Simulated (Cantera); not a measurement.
## Adiabatic ignition

An adiabatic, constant-volume homogeneous reactor starts with C₃H₈ : O₂ : N₂ : H₂O = 1 : 2.63 : 9.89 : 1.9 (molar parts), at 1750 K and 1130 Torr.

Cantera simulation using GRI-Mech 3.0 (53 species, 325 reactions); the numbers are that mechanism's predictions, not measurements. GRI-Mech 3.0 was tuned for natural gas; its chemistry of propane as a main component is partial and can be far from experiment.

```tsv
t (s)	T (K)	P (bar)	x C₃H₈	x O₂	x H₂O	x CH₂CO	x N₂O
2.00e-6	1695	1.48	0.0514	0.166	0.123	7.18e-5	1.28e-9
6.59e-6	1715	1.55	0.0222	0.147	0.129	0.00174	5.72e-9
2.17e-5	2925	3.10	<1e-12	0.000583	0.179	5.70e-10	1.41e-7
7.17e-5	2895	3.08	<1e-12	0.000713	0.177	<1e-12	1.25e-7
0.000236	2890	3.07	<1e-12	0.000704	0.176	<1e-12	1.31e-7
0.000779	2886	3.07	<1e-12	0.000680	0.176	<1e-12	1.49e-7
0.00257	2886	3.07	<1e-12	0.000676	0.176	<1e-12	1.52e-7
0.00847	2886	3.07	<1e-12	0.000676	0.176	<1e-12	1.52e-7
0.0279	2886	3.07	<1e-12	0.000676	0.176	<1e-12	1.52e-7
0.0920	2886	3.07	<1e-12	0.000676	0.176	<1e-12	1.52e-7
0.303	2886	3.07	<1e-12	0.000676	0.176	<1e-12	1.52e-7
1.00	2886	3.07	<1e-12	0.000676	0.176	<1e-12	1.52e-7
```
x: mole fraction; the columns are a selection and need not sum to one.

```
Property                                                               Value
---------------------------------  -----------------------------------------
time of steepest temperature rise                                    13.1 µs
temperature at 1.00 s                                                 2886 K
equilibrium temperature                                               2886 K
x(C₃H₈) at 1.00 s                      <1e-12 (gas-phase equilibrium <1e-12)
x(O₂) at 1.00 s                    0.000676 (gas-phase equilibrium 0.000676)
x(H₂O) at 1.00 s                         0.176 (gas-phase equilibrium 0.176)
```
